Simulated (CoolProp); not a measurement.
Diethyl ether along the isobar 3.49 MPa: density (kg/m³) from the reference equation and from simpler models built on Tc = 467.9 K, pc = 3.717 MPa, ω = 0.282; each cubic takes its own stable root.

The numbers come from the reference Helmholtz-energy equation of state, Thol 2014 in CoolProp.

```
T (K)   phase  reference
-----  ------  ---------
375.9  liquid      614.5
383.7  liquid      602.8
391.6  liquid      590.5
399.5  liquid      577.5
407.4  liquid      563.7
415.3  liquid      549.0
423.2  liquid      533.0
431.1  liquid      515.4
```

Q: How far does each simpler model (van der Waals, Redlich-Kwong, Soave-Redlich-Kwong) lie from the reference over these 8 states: mean and median of the absolute difference, and the worst?

A: 
- van der Waals: mean 38.1 %, median 38.1 %, worst -38.2 % at 375.9 K and 3.49 MPa
- Redlich-Kwong: mean 15.4 %, median 15.2 %, worst -17.9 % at 431.1 K and 3.49 MPa
- Soave-Redlich-Kwong: mean 11.3 %, median 11.1 %, worst -13.9 % at 431.1 K and 3.49 MPa
